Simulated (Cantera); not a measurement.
Input: 1 mol Si3N4, 4.5 mol H2O, 330 mol H2, 3.6 mol CO2, equilibrated at 1.80 Pa.

Method: chemical equilibrium by Gibbs-energy minimisation in Cantera with the NASA 1993 tables (ideal gas, pure condensed phases). Candidate condensed phases: C, C6H6, C7H8, C8H18, H2O, Si, SiC, SiO2, Si2N2O, Si3N4; 151 gas species. The numbers say what is thermodynamically allowed, not how fast it happens.

At 1948 K, list the 4 most abundant gas species with their mole fractions, and the condensed phases.

H2 0.736, H 0.229, H2O 0.0127, CO 0.00925. Condensed: gas only.
